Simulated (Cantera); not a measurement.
Input: 1 mol Al2O3, 0.39 mol HCl, 7.3 mol N2, 0.91 mol Cl2, at 1 atm.

These are equilibrium values from Cantera (NASA tables, ideal gas, pure condensed phases), not measurements of a reactor. Candidate condensed phases: Al, AlCl3, AlN, Al2O3, H2O, NH4Cl; 45 gas species. Condensed phases not in the tables: AlOCl. The numbers say what is thermodynamically allowed, not how fast it happens.

x: gas mole fraction; n: condensed amount in mol.

```
T (K)   x N2   x Cl2   x HCl      x Cl   x AlCl3      x O2  n Al2O3(s)
-----  -----  ------  ------  --------  --------  --------  ----------
848    0.849   0.106  0.0453   8.66e-6   2.15e-6   1.82e-8       1.000
948    0.849   0.106  0.0453   5.53e-5   6.15e-6   6.52e-7       1.000
1048   0.849   0.106  0.0453  0.000249   1.95e-5   7.74e-6       1.000
1148   0.848   0.105  0.0453  0.000864   6.65e-5   4.04e-5       1.000
1248   0.848   0.104  0.0453   0.00245  0.000205  0.000139       0.999
1348   0.846   0.102  0.0452       ___       ___       ___       0.998
1448   0.843  0.0970  0.0450    0.0126   0.00122  0.000864       0.995
1548   0.838     ___  0.0447       ___       ___       ___       0.990
1648   0.831  0.0775  0.0443    0.0401   0.00406   0.00286       0.982
```

Q: Some entries are withheld; supply them.

A: 
- 1348, x Cl: 0.00594
- 1348, x AlCl3: 0.000538
- 1348, x O2: 0.000379
- 1548, x Cl2: 0.0891
- 1548, x Cl: 0.0237
- 1548, x AlCl3: 0.00238
- 1548, x O2: 0.00169
